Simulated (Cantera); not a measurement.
A closed system holds: 1 mol Al, 1.9 mol HCl, 1.5 mol N₂, equilibrated at 0.133 bar.

These are equilibrium values from Cantera (NASA tables, ideal gas, pure condensed phases), not measurements of a reactor. Candidate condensed phases: Al, AlCl₃, AlN, NH₄Cl; 20 gas species. Kinetics and transport are ignored.

### Question
Which condensed phases are stable at each of these points (T (K)): 423, 573, 723, 873, 1023, 1173, 1323, 1473?

### Answer
| T (K) | condensed phases | Al condensed (%) |
|---|---|---|
| 423 | AlN(s) + NH₄Cl(s) | 52.3 |
| 573 | AlN(s) | 43.8 |
| 723 | AlN(s) | 48.4 |
| 873 | AlN(s) | 48.6 |
| 1023 | AlN(s) | 47.8 |
| 1173 | AlN(s) | 47.1 |
| 1323 | AlN(s) | 46.6 |
| 1473 | AlN(s) | 45.7 |

At 423 K the condensed part is AlN(s) + NH₄Cl(s). From 573 K to 1473 K the condensed part is AlN(s).
